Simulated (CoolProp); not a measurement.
R1336mzz(E) along the isobar 9.74 bar: Z from the reference equation and from simpler models built on Tc = 403.5 K, pc = 27.79 bar, ω = 0.413; each cubic takes its own stable root.

Values from CoolProp's reference Helmholtz-energy equation of state, Akasaka 2023.

```tsv
T (K)	phase	reference
273.3	liquid	0.05024
283.8	liquid	0.04940
294.3	liquid	0.04871
304.8	liquid	0.04819
315.4	liquid	0.04783
325.9	liquid	0.04768
336.4	liquid	0.04776
346.9	liquid	0.04816
357.4	gas	0.7626
367.9	gas	0.7934
378.5	gas	0.8185
389	gas	0.8392
399.5	gas	0.8566
410	gas	0.8715
```

Question: How far does each simpler model (van der Waals, Redlich-Kwong, Soave-Redlich-Kwong, Peng-Robinson) lie from the reference over these 14 states: mean and median of the absolute difference, and the worst?

Answer: 
- van der Waals: mean 368.4 %, median 75.9 %, worst +1608.7 % at 346.9 K and 9.74 bar
- Redlich-Kwong: mean 121.3 %, median 21.2 %, worst +1517.5 % at 346.9 K and 9.74 bar
- Soave-Redlich-Kwong: mean 9.5 %, median 14.0 %, worst +18.8 % at 346.9 K and 9.74 bar
- Peng-Robinson: mean 1.4 %, median 0.8 %, worst +4.7 % at 346.9 K and 9.74 bar

At some of these states van der Waals, Redlich-Kwong gives the other phase, because its saturation line lies elsewhere.
